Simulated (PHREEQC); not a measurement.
1.2 g of hydrous ferric oxide (600 m²/g; 0.2 weak and 0.005 strong sites per Fe, Dzombak-Morel constants, diffuse double layer) in 1 kg of water with 0.005 mol/kgw of an inert sodium salt and 8.3e-05 mol/kgw PbCl2 and 0.00052 mol/kgw MnCl2, at 25 °C; the pH is set by adding NaOH or the inert anion's acid. The system is closed to oxygen. No CO2 enters from the air. Precipitation was switched off in this run.

Base run: PHREEQC, ion-association model, wateq4f.dat. Each further column changes one thing. The table gives Mn sorbed (%).

```
pH    base  no electrostatic term (-no_edl)  background salt from 0.005 to 0.0005 mol/kgw  oxide from 1.2 to 6 g/kgw  0.0019 mol/kgw ZnCl2 added
---  -----  -------------------------------  --------------------------------------------  -------------------------  --------------------------
4      0.0                              0.0                                           0.0                        0.0                         0.0
4.5    0.0                              0.0                                           0.0                          …                         0.0
5      0.0                              0.0                                           0.0                        1.1                         0.0
5.5    0.1                              0.4                                           0.1                        7.1                         0.1
6      0.6                              3.3                                           0.6                       26.3                         0.4
6.5    4.7                                …                                           4.7                          …                           …
7     24.9                             65.7                                          25.5                          …                         3.1
7.5   64.1                             91.1                                          65.2                       97.0                         5.3
8     91.5                                …                                          92.2                       99.7                         7.6
8.5   98.9                             99.1                                          99.0                      100.0                           …
9     99.9                             99.6                                          99.9                      100.0                        34.5
9.5  100.0                             99.7                                         100.0                      100.0                        72.7
10   100.0                             99.7                                         100.0                      100.0                        94.6
```

Q: Some entries are withheld; supply them.

A: 
- 4.5, oxide from 1.2 to 6 g/kgw: 0.2
- 6.5, no electrostatic term (-no_edl): 21.9
- 6.5, oxide from 1.2 to 6 g/kgw: 51.8
- 6.5, 0.0019 mol/kgw ZnCl2 added: 1.4
- 7, oxide from 1.2 to 6 g/kgw: 81.3
- 8, no electrostatic term (-no_edl): 97.6
- 8.5, 0.0019 mol/kgw ZnCl2 added: 13.1

 In at least one series the solution becomes supersaturated in solids that the run did not let form, among them Zn(OH)2-e, Zn5(OH)8Cl2.
